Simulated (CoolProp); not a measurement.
Saturated liquid density (kg/m³) of propylene: the reference equation beside estimates from Tc = 91.1 °C, pc = 45.55 bar, ω = 0.146.

Values from CoolProp's reference Helmholtz-energy equation of state, Lemmon 2013.

| T (°C) | reference | van der Waals | Redlich-Kwong |
|---|---|---|---|
| -82.25 | 651.4 | 409.3 | 606.7 |
| -67.95 | 634.6 | 399.6 | 590.5 |
| -53.55 | 617.3 | 389.4 | 573.0 |
| -39.15 | 599.4 | 378.5 | 554.1 |
| -24.85 | 580.9 | 366.9 | 533.8 |
| -10.45 | 561.2 | 354.4 | 511.6 |
| 3.85 | 540.4 | 341.0 | 487.6 |
| 18.25 | 517.7 | 326.2 | 460.9 |
| 32.65 | 492.6 | 309.7 | 431.2 |

Absolute difference from the reference over all 9 rows, mean and median: van der Waals 37.0 and 36.9 %, Redlich-Kwong 8.7 and 8.1 %.
